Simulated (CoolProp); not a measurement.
Vapour-liquid equilibrium of acetone (1) + methanol (2) at 145 kPa; x and y are mole fractions of (1).

Values from CoolProp's multi-fluid Helmholtz-energy mixture model, Lemmon 2006 and de Reuck 1993; pair parameters Bell 2016.

```csv
x,bubble temperature (°C),y at the bubble point,dew temperature at overall composition x (°C),liquid density (mol/L)
0.05,72.4,0.095,73.1,22.23
0.15,70.2,0.240,71.6,20.71
0.25,68.7,0.349,70.1,19.36
0.35,67.6,0.438,68.7,18.14
0.45,66.9,0.517,67.5,17.05
0.55,66.3,0.592,66.6,16.07
0.65,66.0,0.668,66.1,15.19
0.75,65.9,0.748,65.9,14.39
0.85,66.1,0.837,66.1,13.66
0.95,66.6,0.940,66.6,12.99
```

y crosses x between x = 0.65 and 0.75: the model has an azeotrope there.

Pair parameters are fitted to limited data, so mixtures are less certain than the pure fluids.
